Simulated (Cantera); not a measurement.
A Cantera script and what it prints.

```python
import numpy as np
import cantera as ct

gas_names = """
    H HO2 H2 H2O H2O2 Mg MgH MgO MgOH MgO2H2 Mg2 O OH O2 O3
""".split()
cond_names = """
    H2O(s) H2O(L) Mg(cr) Mg(L) MgO(s) MgO(L) MgO2H2(s)
""".split()


def load(file, names, dense=False):
    # The tables refer to 1 bar. Condensed volumes are neglected.
    table = {s.name: s for s in ct.Species.list_from_file(file)}
    out = []
    for n in names:
        d = dict(table[n].input_data)
        d["thermo"] = dict(d["thermo"], **{"reference-pressure": 1e5})
        if dense:
            d["equation-of-state"] = {"model": "constant-volume", "density": "1e6 g/cm^3"}
        out.append(ct.Species.from_dict(d))
    return out


gas = ct.Solution(thermo="ideal-gas", species=load("nasa_gas.yaml", gas_names))
cond = {s.name: ct.Solution(thermo="fixed-stoichiometry", species=[s], name=s.name)
        for s in load("nasa_condensed.yaml", cond_names, dense=True)}
atoms = {
    'MgO': {'Mg': 1, 'O': 1},
    'H2': {'H': 2},
}
top_T = {}  # K; cautious upper limits of use, not melting points


def equilibrate(T, P, feed):
    n = {}
    for name, mol in feed.items():
        for a, k in atoms[name].items():
            n[a] = n.get(a, 0.0) + k * mol
    gas.TPX = T, P, n
    mass = sum(n.values()) * gas.mean_molecular_weight
    gas.equilibrate("TP")
    valid = [c for c in cond.values() if c.min_temp <= T <= top_T.get(c.name, c.max_temp)]
    mix = ct.Mixture([(gas, mass / gas.mean_molecular_weight)] + [(c, 0.0) for c in valid])
    mix.T, mix.P = T, P
    mix.equilibrate("TP", solver="vcs", rtol=1e-11, max_steps=5000)
    return mix


results = []
feed = {'MgO': 1, 'H2': 0.053}  # mol
P = 13332.2  # Pa
for T in [1498, 1523, 1548, 1573, 1598, 1623, 1648, 1673, 1698, 1723, 1748, 1773]:
    mix = equilibrate(T, P, feed)
    results.append((T, P, feed, dict(zip(mix.species_names, mix.species_moles))))

top = {s: max(r[3][s] / sum(r[3][g] for g in gas_names) for r in results) for s in gas_names}
cols = sorted((s for s in top if top[s] > 0.001), key=lambda s: -top[s])[:5]
seen = [c for c in cond_names if any(r[3].get(c, 0) > 1e-12 for r in results)]
print("log10 of partial pressures in bar; condensed amounts in mol")
print(f"{'T/K':>10s}" + "".join(f"{s[:9]:>10s}" for s in cols + seen))
for T, P, feed, n in results:
    ng = sum(n[g] for g in gas_names)
    print(f"{T:10.4g}" + "".join(f"{np.log10(max(n[s] / ng * P / 1e5, 1e-99)):10.3f}" for s in cols)
          + "".join(f"{n.get(c, 0):10.4g}" for c in seen))
```

Result:

```
log10 of partial pressures in bar; condensed amounts in mol
       T/K        H2       H2O        Mg    MgO(s)
      1498    -0.875    -4.947    -4.949         1
      1523    -0.875    -4.809    -4.810         1
      1548    -0.875    -4.675    -4.676         1
      1573    -0.875    -4.545    -4.547         1
      1598    -0.875    -4.420    -4.422         1
      1623    -0.876    -4.299    -4.300         1
      1648    -0.876    -4.181    -4.183         1
      1673    -0.876    -4.067    -4.069         1
      1698    -0.876    -3.957    -3.959         1
      1723    -0.876    -3.849    -3.851    0.9999
      1748    -0.877    -3.746    -3.748    0.9999
      1773    -0.877    -3.645    -3.647    0.9999
```

Method: chemical equilibrium by Gibbs-energy minimisation in Cantera with the NASA 1993 tables (ideal gas, pure condensed phases).
